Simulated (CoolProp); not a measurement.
Vapour-liquid equilibrium of n-heptane (1) + toluene (2) at 1.29 MPa; x and y are mole fractions of (1).

The numbers come from the multi-fluid Helmholtz-energy mixture model, Span 2003 and Lemmon 2006; pair parameters Bell 2016 in CoolProp.

```json
[
 {"x": "0.05", "bubble temperature (K)": "504.1", "y at the bubble point": "0.068", "dew temperature at overall composition x (K)": "504.6", "liquid density (mol/L)": "6.693"},
 {"x": "0.15", "bubble temperature (K)": "501.2", "y at the bubble point": "0.189", "dew temperature at overall composition x (K)": "502.1", "liquid density (mol/L)": "6.432"},
 {"x": "0.25", "bubble temperature (K)": "498.7", "y at the bubble point": "0.298", "dew temperature at overall composition x (K)": "499.8", "liquid density (mol/L)": "6.183"},
 {"x": "0.35", "bubble temperature (K)": "496.7", "y at the bubble point": "0.399", "dew temperature at overall composition x (K)": "497.7", "liquid density (mol/L)": "5.946"},
 {"x": "0.45", "bubble temperature (K)": "495.0", "y at the bubble point": "0.494", "dew temperature at overall composition x (K)": "495.8", "liquid density (mol/L)": "5.721"},
 {"x": "0.55", "bubble temperature (K)": "493.6", "y at the bubble point": "0.586", "dew temperature at overall composition x (K)": "494.2", "liquid density (mol/L)": "5.507"},
 {"x": "0.65", "bubble temperature (K)": "492.4", "y at the bubble point": "0.677", "dew temperature at overall composition x (K)": "492.8", "liquid density (mol/L)": "5.305"},
 {"x": "0.75", "bubble temperature (K)": "491.4", "y at the bubble point": "0.768", "dew temperature at overall composition x (K)": "491.6", "liquid density (mol/L)": "5.114"},
 {"x": "0.85", "bubble temperature (K)": "490.6", "y at the bubble point": "0.860", "dew temperature at overall composition x (K)": "490.7", "liquid density (mol/L)": "4.932"},
 {"x": "0.95", "bubble temperature (K)": "489.9", "y at the bubble point": "0.953", "dew temperature at overall composition x (K)": "490.0", "liquid density (mol/L)": "4.759"}
]
```

No azeotrope shows between x = 0.05 and 0.95.

Pair parameters are fitted to limited data, so mixtures are less certain than the pure fluids.
